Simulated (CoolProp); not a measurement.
Toluene along the isotherm 620 K: Z from the reference equation and from simpler models built on Tc = 591.7 K, pc = 41.26 bar, ω = 0.266; each cubic takes its own stable root.

Computed with CoolProp (reference Helmholtz-energy equation of state, Lemmon 2006). It is a short technical equation, of lower accuracy than the large ones.

| p (bar) | phase | reference |
|---|---|---|
| 34.4 | gas | 0.6830 |
| 68.8 | supercritical | 0.2960 |
| 103 | supercritical | 0.3732 |
| 138 | supercritical | 0.4655 |
| 172 | supercritical | 0.5549 |
| 206 | supercritical | 0.6430 |
| 241 | supercritical | 0.7323 |
| 275 | supercritical | 0.8177 |
| 309 | supercritical | 0.9019 |
| 344 | supercritical | 0.9873 |
| 378 | supercritical | 1.069 |
| 413 | supercritical | 1.153 |

**Question.** How far does each simpler model (van der Waals, Redlich-Kwong, Peng-Robinson) lie from the reference over these 12 states: mean and median of the absolute difference, and the worst?

**Answer.** 
- van der Waals: mean 34.6 %, median 37.8 %, worst +38.0 % at 620 K and 413 bar
- Redlich-Kwong: mean 9.5 %, median 8.6 %, worst +18.2 % at 620 K and 68.8 bar
- Peng-Robinson: mean 3.5 %, median 2.6 %, worst +14.4 % at 620 K and 68.8 bar
